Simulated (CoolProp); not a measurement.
R114 along the isotherm 195.25 °C: density (kg/m³) from the reference equation and from simpler models built on Tc = 147.5 °C, pc = 3.352 MPa, ω = 0.252; each cubic takes its own stable root.

Computed with CoolProp (reference Helmholtz-energy equation of state, Platzer 1990). This equation is an older, rougher fit; its heat capacities, sound speeds and derivatives of the liquid may be far off and weren't checked against measurements.

```tsv
p (MPa)	phase	reference	van der Waals	Redlich-Kwong	Soave-Redlich-Kwong	Peng-Robinson
0.629	gas	28.91	28.88	28.99	28.90	29.10
1.26	gas	61.01	60.91	61.33	60.90	___
1.89	gas	97.02	___	97.81	96.60	98.63
2.51	gas	137.6	137.9	139.1	136.4	140.3
3.14	gas	___	188.1	188.8	183.1	189.8
3.77	supercritical	___	252.8	249.8	238.1	248.7
4.4	supercritical	315.5	345.2	327.4	303.9	___
5.03	supercritical	404.5	465.1	424.9	381.7	403.9
```

**Question.** Complete the blanks.

**Answer.** 
- 1.26, Peng-Robinson: 61.73
- 1.89, van der Waals: 96.93
- 3.14, reference: 185.8
- 3.77, reference: 243.8
- 4.4, Peng-Robinson: 319.8
